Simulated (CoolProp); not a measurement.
Properties of propylene at several states (Tc = 364.2 K, pc = 45.55 bar, ω = 0.146).

Values from CoolProp's reference Helmholtz-energy equation of state, Lemmon 2013.

```
T (K)  p (bar)   phase  cv (kJ/(kg K))  expansivity (1/kK)
-----  -------  ------  --------------  ------------------
488.3     2.09     gas           2.026               2.092
405.3     12.6     gas           1.757               3.110
175.3     18.9  liquid           1.337               1.674
```
